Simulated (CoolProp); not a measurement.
Properties of methane along the isotherm -62.05 °C (Tc = -82.6 °C, pc = 4599 kPa, ω = 0.011).

Model: reference Helmholtz-energy equation of state, Setzmann 1991, in CoolProp.

```tsv
p (kPa)	phase	Z	Joule-Thomson coefficient (K/MPa)	conductivity (mW/(m K))	Prandtl number
36.4	gas	0.9981	8.426	23.0	0.754
61.4	gas	0.9967	8.430	23.0	0.754
104	gas	0.9944	8.436	23.1	0.755
175	gas	0.9906	8.446	23.2	?
295	gas	0.9841	8.463	23.3	0.761
498	gas	0.9729	8.491	23.5	0.768
840	gas	0.9538	8.534	23.9	0.780
1420	gas	0.9203	8.599	24.6	0.808
2390	gas	0.8608	8.669	?	0.871
4040	gas	0.7458	8.572	30.0	1.07
6810	supercritical	?	6.250	50.4	2.28
11500	supercritical	?	1.365	77.3	1.82
```

Fill in the missing entries.


- 175, Prandtl number: 0.757
- 2390, conductivity (mW/(m K)): 26.1
- 6810, Z: 0.4951
- 11500, Z: 0.4303

Viscosity comes from a separate model (Quiñones-Cisneros 2006). Thermal conductivity comes from a separate model (Friend 1989).
